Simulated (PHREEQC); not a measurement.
PHREEQC input (Pitzer model, pitzer.dat):

```
SOLUTION 1
  temp 25
  units mol/kgw
  pH 7 charge
  Cl 0.035
  Na 0.874
  S(6) 0.41
  C(4) 0.0046
END
USE solution 1
INCREMENTAL_REACTIONS false
REACTION 1
  H2O -1
  0 9.886 18.011 24.689 30.178 34.689 38.397 41.444
  43.949 46.007 47.699 49.089 50.232 51.172 51.944 52.578
  53.1 53.528 53.88 54.17 54.408 moles
EQUILIBRIUM_PHASES 1
  Burkeite 0 0
  Halite 0 0
  Mirabilite 0 0
  Nahcolite 0 0
  Natron 0 0
  Thenardite 0 0
  Trona 0 0
SELECTED_OUTPUT 1
  -reset false
  -pH true
  -pe true
  -ionic_strength true
  -water true
  -activities H2O
  -totals C Cl Na S
  -molalities H+ Na+ Cl- CO3-2 SO4-2 OH- HCO3- CO2 HSO4-
  -equilibrium_phases Burkeite Halite Mirabilite Nahcolite Natron Thenardite Trona
PRINT
  -reset false
END
```

Selected output (columns that matter, 18 of 21 rows; water left (kg) added in front):

```
water left (kg)	pH	mu	C	Cl	Na	S	m_H+	m_Na+	m_Cl-	m_CO3-2	m_SO4-2	la_H2O	Mirabilite	Thenardite
1	11.754	1.2886	0.0046	0.035	0.874	0.41	3.7831e-12	0.874	0.035	0.0045648	0.41	-0.0074223	0	0
0.821894	11.831	1.5678	0.0055968	0.042585	1.0634	0.49885	3.2561e-12	1.0634	0.042585	0.0055633	0.49885	-0.0088746	0	0
0.675514	11.91	1.9076	0.0068096	0.051812	1.2938	0.60695	2.7753e-12	1.2938	0.051812	0.0067779	0.60695	-0.010613	0	0
0.456314	12.073	2.8239	0.010081	0.076702	1.9153	0.8985	1.9242e-12	1.9153	0.076702	0.010053	0.8985	-0.015238	0	0
0.375043	12.158	3.4358	0.012265	0.093323	2.3304	1.0932	1.5461e-12	2.3304	0.093323	0.012239	1.0932	-0.018341	0	0
0.30824	12.247	4.1805	0.014923	0.11355	2.8355	1.3301	1.199e-12	2.8355	0.11355	0.014899	1.3301	-0.022196	0	0
0.253345	12.339	5.0863	0.018157	0.13815	3.4498	1.6183	8.8624e-13	3.4498	0.13815	0.018135	1.6183	-0.027066	0	0
0.202734	12.444	5.9059	0.02269	0.17264	4.0109	1.8723	6.2336e-13	4.0109	0.17264	0.022669	1.8723	-0.031894	0.030427	0
0.145621	12.59	5.9311	0.031589	0.24035	4.0566	1.8429	4.3214e-13	4.0566	0.24035	0.031568	1.8429	-0.033127	0.14164	0
0.0603956	12.98	6.1118	0.076164	0.57951	4.3218	1.7138	1.4911e-13	4.3218	0.57951	0.076145	1.7138	-0.039756	0.30649	0
0.0294217	13.311	6.6703	0.15635	1.1896	4.9544	1.5595	5.079e-14	4.9544	1.1896	0.15633	1.5595	-0.053931	0.36412	0
0.014638	13.668	8.7005	0.31425	2.391	6.8206	1.5658	1.0708e-14	6.8206	2.391	0.31424	1.5658	-0.093973	0.35218	0.034905
0.014638	13.668	8.7005	0.31425	2.391	6.8206	1.5658	1.0708e-14	6.8206	2.391	0.31424	1.5658	-0.093973	0.27498	0.11211
0.014638	13.668	8.7005	0.31425	2.391	6.8206	1.5658	1.0708e-14	6.8206	2.391	0.31424	1.5658	-0.093973	0.21158	0.17551
0.014638	13.668	8.7005	0.31425	2.391	6.8206	1.5658	1.0708e-14	6.8206	2.391	0.31424	1.5658	-0.093973	0.15938	0.22771
0.014638	13.668	8.7005	0.31425	2.391	6.8206	1.5658	1.0708e-14	6.8206	2.391	0.31424	1.5658	-0.093973	0.081375	0.30571
0.014638	13.668	8.7005	0.31425	2.391	6.8206	1.5658	1.0708e-14	6.8206	2.391	0.31424	1.5658	-0.093973	0.052375	0.33471
0.014638	13.668	8.7005	0.31425	2.391	6.8206	1.5658	1.0708e-14	6.8206	2.391	0.31424	1.5658	-0.093973	0.028575	0.35851
```
